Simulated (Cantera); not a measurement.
# Calcination and drying: CaCO3 + CO2 + H2

A closed system holds: 1 mol CaCO3, 0.56 mol CO2, 1.3 mol H2, at 1.00 bar.

These are equilibrium values from Cantera (NASA tables, ideal gas, pure condensed phases), not measurements of a reactor. Candidate condensed phases: C, C6H6, C7H8, C8H18, Ca, CaCO3, CaO, Ca(OH)2, H2O; 115 gas species. Mutual solubility and eutectic melting of coexisting phases are not modelled. Kinetics and transport are ignored.

```tsv
T (K)	log p H2O	log p H2	log p CO	log p CO2	log p CH4	n C(graphite)	n CaCO3(calcite)	n CaO(s)
623	-0.28	-1.18	-2.97	-0.74	-0.65	0.0536	1.00	0
773	-0.44	-0.58	-1.54	-0.70	-0.83	0.0266	1.00	0
923	-0.68	-0.32	-0.82	-0.86	-1.55	0	1.00	0
1073	-0.61	-0.54	-0.61	-0.66	-3.83	0	0.433	0.567
1223	-0.57	-0.74	-0.57	-0.56	-5.78	0	0	1.00
1373	-0.54	-0.79	-0.54	-0.60	-6.99	0	0	1.00
1523	-0.51	-0.83	-0.51	-0.62	-7.97	0	0	1.000
1673	-0.50	-0.87	-0.50	-0.64	-8.77	0	0	1.000
1823	-0.48	-0.90	-0.48	-0.66	-9.43	0	0	1.000
```
log p: log10 of the partial pressure in bar; n: condensed amount in mol.

From 623 K to 773 K the condensed part is C(graphite) + CaCO3(calcite). At 923 K the condensed part is CaCO3(calcite). At 1073 K the condensed part is CaCO3(calcite) + CaO(s). From 1223 K to 1823 K the condensed part is CaO(s).
